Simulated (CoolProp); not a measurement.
Fluorine at 145.05 K and 1.28 MPa is throttled through a valve to 0.177 MPa with no heat exchange. Each further row changes one setting.

The numbers come from the reference Helmholtz-energy equation of state, de Reuck 1990 in CoolProp.

```csv
case,temperature change (K),final density (kg/m³)
as stated,-9.3,6.04
outlet pressure 0.0531 MPa,-10.5,1.81
outlet pressure 0.23 MPa,-8.9,7.86
```
